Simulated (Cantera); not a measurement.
Charge: 1 mol PbO, 2.8 mol CH₄, 0.41 mol H₂, equilibrated at 510 Pa.

Equilibrium computed with Cantera from the NASA thermochemical tables; the gas is ideal and each condensed phase is pure. Candidate condensed phases: C, C₆H₆, C₇H₈, C₈H₁₈, H₂O, Pb, PbO, PbO₂, Pb₃O₄; 113 gas species. Rates play no part.

x: gas mole fraction; n: condensed amount in mol.

```json
[
 {"T (°C)": "877", "x H₂": "0.809", "x H": "9.39e-7", "x CO": "0.135", "x Pb": "0.0568", "x C₂H₂ (acetylene)": "3.13e-8", "x C₂H": "<1e-12", "n C(graphite)": "1.80", "n Pb(l)": "0.578"},
 {"T (°C)": "1027", "x H₂": "0.750", "x H": "1.34e-5", "x CO": "0.125", "x Pb": "0.125", "x C₂H₂ (acetylene)": "4.32e-7", "x C₂H": "<1e-12", "n C(graphite)": "1.80", "n Pb(l)": "0"},
 {"T (°C)": "1177", "x H₂": "0.750", "x H": "?", "x CO": "0.125", "x Pb": "0.125", "x C₂H₂ (acetylene)": "?", "x C₂H": "<1e-12", "n C(graphite)": "1.80", "n Pb(l)": "0"},
 {"T (°C)": "1327", "x H₂": "0.750", "x H": "0.000659", "x CO": "0.125", "x Pb": "0.125", "x C₂H₂ (acetylene)": "2.06e-5", "x C₂H": "6.09e-11", "n C(graphite)": "1.80", "n Pb(l)": "0"},
 {"T (°C)": "1477", "x H₂": "0.748", "x H": "0.00282", "x CO": "0.125", "x Pb": "0.125", "x C₂H₂ (acetylene)": "8.59e-5", "x C₂H": "2.28e-9", "n C(graphite)": "1.80", "n Pb(l)": "0"},
 {"T (°C)": "1627", "x H₂": "0.742", "x H": "0.00957", "x CO": "0.124", "x Pb": "0.124", "x C₂H₂ (acetylene)": "0.000283", "x C₂H": "4.78e-8", "n C(graphite)": "1.80", "n Pb(l)": "0"},
 {"T (°C)": "1777", "x H₂": "0.726", "x H": "0.0271", "x CO": "0.123", "x Pb": "0.123", "x C₂H₂ (acetylene)": "0.000771", "x C₂H": "6.35e-7", "n C(graphite)": "1.79", "n Pb(l)": "0"},
 {"T (°C)": "1927", "x H₂": "0.691", "x H": "?", "x CO": "0.121", "x Pb": "0.121", "x C₂H₂ (acetylene)": "?", "x C₂H": "?", "n C(graphite)": "1.77", "n Pb(l)": "0"},
 {"T (°C)": "2077", "x H₂": "0.626", "x H": "0.138", "x CO": "0.116", "x Pb": "0.116", "x C₂H₂ (acetylene)": "0.00345", "x C₂H": "3.90e-5", "n C(graphite)": "1.74", "n Pb(l)": "0"},
 {"T (°C)": "2227", "x H₂": "0.522", "x H": "0.254", "x CO": "0.109", "x Pb": "0.109", "x C₂H₂ (acetylene)": "0.00564", "x C₂H": "0.000198", "n C(graphite)": "1.69", "n Pb(l)": "0"}
]
```

Q: What belongs in the gaps?

A: 
- 1927, x H: 0.0656
- 1927, x C₂H₂ (acetylene): 0.00177
- 1927, x C₂H: 5.82e-6
- 1177, x H: 0.000115
- 1177, x C₂H₂ (acetylene): 3.66e-6
